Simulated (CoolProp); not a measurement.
Vapour-liquid equilibrium of ethane (1) + n-butane (2) at 240.7 K; x and y are mole fractions of (1).

Model: multi-fluid Helmholtz-energy mixture model, Bücker 2006 and Bücker 2006; pair parameters Kunz 2012, in CoolProp.

```json
[
 {"x": "0.05", "bubble pressure (MPa)": "0.06750", "y at the bubble point": "0.641", "dew pressure at overall composition x (MPa)": "0.02625", "liquid density (mol/L)": "…"},
 {"x": "0.2", "bubble pressure (MPa)": "0.2019", "y at the bubble point": "0.893", "dew pressure at overall composition x (MPa)": "0.03108", "liquid density (mol/L)": "11.72"},
 {"x": "0.35", "bubble pressure (MPa)": "0.3425", "y at the bubble point": "0.945", "dew pressure at overall composition x (MPa)": "…", "liquid density (mol/L)": "12.38"},
 {"x": "0.5", "bubble pressure (MPa)": "0.4853", "y at the bubble point": "0.968", "dew pressure at overall composition x (MPa)": "0.04912", "liquid density (mol/L)": "…"},
 {"x": "0.65", "bubble pressure (MPa)": "0.6286", "y at the bubble point": "0.981", "dew pressure at overall composition x (MPa)": "0.06913", "liquid density (mol/L)": "13.79"},
 {"x": "0.8", "bubble pressure (MPa)": "0.7748", "y at the bubble point": "0.990", "dew pressure at overall composition x (MPa)": "0.1165", "liquid density (mol/L)": "14.52"},
 {"x": "0.95", "bubble pressure (MPa)": "0.9310", "y at the bubble point": "0.998", "dew pressure at overall composition x (MPa)": "0.3665", "liquid density (mol/L)": "15.22"}
]
```

Task: What belongs in the gaps?

Result: 
- 0.05, liquid density (mol/L): 11.11
- 0.35, dew pressure at overall composition x (MPa): 0.03808
- 0.5, liquid density (mol/L): 13.07

No azeotrope shows between x = 0.05 and 0.95.

The pair parameters rest on a limited set of measurements; away from them the model extrapolates.
